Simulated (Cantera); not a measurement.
**Ignition delay**

Mixture: C₃H₈ : O₂ : N₂ = 1 : 5.81 : 21.9 (molar parts), equivalence ratio 0.86, at 0.987 atm, adiabatic and at constant volume. Ignition delay is the time to a rise of 400 K.

Computed with Cantera and GRI-Mech 3.0 (53 species, 325 reactions). GRI-Mech 3.0 was tuned for natural gas; its chemistry of propane as a main component is partial and can be far from experiment.

```csv
T0 (K),delay (ms)
1323,0.620
1398,0.214
1473,0.0904
1548,0.0455
1623,0.0264
1698,0.0170
```

```yaml
apparent activation energy between 1548 and 1698 K: 140 kJ/mol
```
